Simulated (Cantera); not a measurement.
An adiabatic, constant-pressure homogeneous reactor starts with CH4 : CO : O2 : N2 = 1 : 0.055 : 2.09 : 7.86 (molar parts), equivalence ratio 0.97, at 1723 K and 1.00 atm.

Model: GRI-Mech 3.0 (53 species, 325 reactions), integrated in Cantera.

x: mole fraction; the columns are a selection and need not sum to one.

```csv
t (s),T (K),x CH4,x CO,x O2,x H,x O,x HCO
8.00e-6,1723,0.0908,0.00500,0.190,3.33e-7,2.08e-7,1.62e-10
2.66e-5,1723,0.0907,0.00500,0.190,5.71e-7,5.04e-7,(withheld)
8.86e-5,1725,0.0887,0.00512,0.189,5.05e-6,3.33e-6,(withheld)
0.000295,2717,<1e-12,0.0477,0.0308,0.0162,0.0125,(withheld)
0.000981,2811,<1e-12,0.0450,0.0267,0.0117,0.00927,5.03e-8
0.00326,2805,<1e-12,0.0452,0.0247,0.0115,0.00869,5.01e-8
0.0109,2804,<1e-12,0.0452,0.0246,0.0115,0.00864,5.01e-8
0.0361,2804,<1e-12,0.0452,0.0246,0.0115,0.00864,5.01e-8
0.120,2804,<1e-12,0.0452,0.0246,0.0115,0.00864,5.01e-8
0.400,2804,<1e-12,0.0452,0.0246,0.0115,0.00864,5.01e-8
```

### Question
Complete the blanks.

### Answer

- 2.66e-5, x HCO: 3.59e-9
- 8.86e-5, x HCO: 2.76e-7
- 0.000295, x HCO: 6.09e-8
